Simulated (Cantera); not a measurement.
A diamond (100) surface in a fixed gas of H2 with x(CH4) = 0.0021, x(H) = 0.032, at 950 K, 12.8 Torr; coverages are run to steady state.

Model: the Harris–Goodwin 1993 mechanism for the reconstructed diamond (100) surface, integrated in Cantera.

θ: site fractions in the mechanism's names (c6HH fully hydrogenated, c6H* and c6*H radical sites, c6** diradical, c6HM methylated).

```csv
x(CH3),growth (µm/h),θ c6HH,θ c6H*,θ c6*H,θ c6**,θ c6HM
1e-06,(withheld),0.643,0.0142,0.336,0.00675,2.11e-5
2.7e-06,(withheld),0.643,0.0142,0.336,0.00675,5.69e-5
7.2e-06,(withheld),0.643,0.0142,0.336,0.00675,0.000152
1.9e-05,(withheld),0.643,0.0142,0.335,0.00675,0.000400
5.2e-05,(withheld),0.642,0.0142,0.335,0.00674,0.00109
0.00014,(withheld),0.641,0.0142,0.334,0.00672,0.00294
0.00038,(withheld),0.637,0.0141,0.332,0.00666,0.00792
0.001,(withheld),0.626,0.0139,0.327,0.00652,0.0205
0.0027,(withheld),0.600,0.0133,0.312,0.00615,0.0526
```

Task: What belongs in the gaps?

Result: 
- 1e-06, growth (µm/h): 0.00706
- 2.7e-06, growth (µm/h): 0.0191
- 7.2e-06, growth (µm/h): 0.0508
- 1.9e-05, growth (µm/h): 0.134
- 5.2e-05, growth (µm/h): 0.366
- 0.00014, growth (µm/h): 0.984
- 0.00038, growth (µm/h): 2.65
- 0.001, growth (µm/h): 6.85
- 0.0027, growth (µm/h): 17.6
